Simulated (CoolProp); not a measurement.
Model: reference Helmholtz-energy equation of state, de Reuck 1990, in CoolProp.

Q: Give the vapour pressure (MPa), enthalpy of vaporisation (kJ/kg), liquid cp (kJ/(kg K)), vapour Z of saturated fluorine at -194.75, -184.45, -158.65 °C.

A: 
| T (°C) | p (MPa) | enthalpy of vaporisation (kJ/kg) | liquid cp (kJ/(kg K)) | vapour Z |
|---|---|---|---|---|
| -194.75 | 0.0441 | 180 | 1.49 | 0.981 |
| -184.45 | 0.151 | 171 | 1.52 | 0.954 |
| -158.65 | 1.18 | 138 | 1.74 | 0.821 |
